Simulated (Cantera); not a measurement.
Input: 1 mol TiO2, 0.44 mol CH4, 7.4 mol H2, held at 2900 Pa.

Equilibrium computed with Cantera from the NASA thermochemical tables; the gas is ideal and each condensed phase is pure. Candidate condensed phases: C, C6H6, C7H8, C8H18, H2O, Ti, TiC, TiO, TiO2, Ti2O3, Ti3O5, Ti4O7; 113 gas species. Mutual solubility and eutectic melting of coexisting phases are not modelled. Rates play no part.

log p: log10 of the partial pressure in bar; n: condensed amount in mol.

```tsv
T (K)	log p H2	log p CO	log p H	log p H2O	log p CO2	log p TiO	n Ti2O3(s)	n Ti3O5(s)
1550	-1.56	-2.83	-5.28	-4.90	-6.62	…	0.332	0.112
1600	-1.56	-2.83	-5.04	-4.77	-6.52	…	0.336	0.110
1650	-1.56	-2.83	-4.82	-4.66	-6.44	…	0.340	0.107
1700	-1.56	-2.83	-4.61	-4.55	-6.36	…	0.346	0.103
1750	-1.56	-2.84	-4.41	-4.45	-6.28	…	0.353	0.0982
1800	-1.56	-2.84	-4.23	-4.35	-6.21	…	0.361	0.0929
1850	-1.56	-2.84	-4.05	-4.26	-6.14	…	0.370	0.0868
1900	-1.56	-2.84	-3.88	-4.18	-6.08	…	0.380	0.0799
```

Task: Some entries are withheld; supply them.

Result: 
- 1550, log p TiO: -11.18
- 1600, log p TiO: -10.55
- 1650, log p TiO: -9.96
- 1700, log p TiO: -9.41
- 1750, log p TiO: -8.89
- 1800, log p TiO: -8.39
- 1850, log p TiO: -7.93
- 1900, log p TiO: -7.49
